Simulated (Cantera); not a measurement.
Charge: 1 mol CH₃SiCl₃, 0.036 mol C₃H₈, 350 mol H₂, 0.014 mol C₂H₄, equilibrated at 1330 Pa.

Equilibrium computed with Cantera from the NASA thermochemical tables; the gas is ideal and each condensed phase is pure. Candidate condensed phases: C, C₆H₆, C₇H₈, C₈H₁₈, Si, SiC; 109 gas species. The feed counts by its element totals alone. Rates play no part. All values below are at 1023 K.

Base state: H₂ 0.991, HCl 0.00850, CH₄ 0.000386 (mole fractions); condensed: SiC(s).

Problem. What changes in the equilibrium state with this change: CH₃SiCl₃ replaced by Si(CH₃)₄?

Solution. 
```json
[
 {"species": "H₂", "before": "0.991", "after": "0.999"},
 {"species": "CH₄", "before": "0.000386", "after": "0.000998"},
 {"species": "HCl", "before": "0.00850", "after": "0"},
 {"species": "SiC(s), mol", "before": "1.000", "after": "1.00"},
 {"species": "C(graphite), mol", "before": "0", "after": "2.78"}
]
```

Problem. What changes in the equilibrium state with this change: pressure from 1330 Pa to 133 Pa?

Solution. 
```json
[
 {"species": "H₂", "before": "0.991", "after": "0.991"},
 {"species": "HCl", "before": "0.00850", "after": "0.00850"},
 {"species": "CH₄", "before": "0.000386", "after": "9.83e-5"},
 {"species": "SiC(s), mol", "before": "1.000", "after": "1.000"},
 {"species": "C(graphite), mol", "before": "0", "after": "0.101"}
]
```
